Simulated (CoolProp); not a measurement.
A Linde-Hampson liquefier for carbon monoxide: isothermal reversible compression at 230 K from 1 atm to 10 MPa, throttling to 1 atm, return gas leaving the recuperator 5 K below the feed. Each further row changes one setting.

Model: reference Helmholtz-energy equation of state, Lemmon 2006, in CoolProp. It is a short technical equation, of lower accuracy than the large ones.

| case | liquid yield per pass | compression work (kJ/kg of gas) |
|---|---|---|
| as stated | 0.097 | 305 |
| high pressure 20 MPa | 0.168 | 348 |
| warm-end temperature 260 K | 0.065 | 349 |
| warm-end gap 10 K | 0.084 | 305 |
